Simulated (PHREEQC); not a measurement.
1 kg of water holding 0.37 mol NaOH, 0.49 mol NaCl, 0.0078 mol Na2CO3 and 0.24 mol Na2SO4 is evaporated at 75 °C; the solids stay in contact with the brine. CO2 from the air is kept out. The run lets Burkeite, Halite, Mirabilite, Nahcolite, Natron, Thenardite, Trona precipitate or redissolve, and no other solid.

All values are PHREEQC results (Pitzer model, pitzer.dat), not measurements.

```tsv
water left (kg)	ionic strength	water activity	Thenardite (mol)	Halite (mol)	C in solution (mol/kgw)	Cl in solution (mol/kgw)
1	1.60	0.962	0	0	0.00780	0.490
0.8219	1.95	0.954	0	0	0.00949	0.596
0.5552	2.89	0.931	0	0	0.0140	0.883
0.4563	3.51	0.915	0	0	0.0171	1.07
0.3082	5.20	0.871	0	0	0.0253	1.59
0.2533	6.33	0.842	0	0	0.0308	1.93
0.2082	7.35	0.811	0.0245	0	0.0375	2.35
0.1407	8.23	0.753	0.148	0	0.0555	3.48
0.1156	9.19	0.713	0.180	0	0.0675	4.24
0.07809	11.6	0.649	0.203	0.0897	0.0999	5.13
0.06418	13.1	0.630	0.202	0.159	0.122	5.16
```

Thenardite from water left = 0.2082 kg (pH 12.81); Halite from water left = 0.07809 kg (pH 13.40).

Species that the database lacks are ignored. At this temperature some constants are extrapolated from 25 °C, and those without enthalpy data are left unchanged.
